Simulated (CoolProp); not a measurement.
Vapour-liquid equilibrium of benzene (1) + n-octane (2) at 146.25 °C; x and y are mole fractions of (1).

Model: multi-fluid Helmholtz-energy mixture model, Thol 2012 and Beckmüller 2019; pair parameters Bell 2016, in CoolProp.

**Question.** Give the bubble pressure and the first vapour's composition at x = 0.45, 0.75, 0.95. Is there an azeotrope?

**Answer.** x = 0.45: 356.1 kPa, y = 0.703; x = 0.75: 458.9 kPa, y = 0.881; x = 0.95: 523.1 kPa, y = 0.976. No azeotrope shows between x = 0.05 and 0.95.

Pair parameters are fitted to limited data, so mixtures are less certain than the pure fluids.
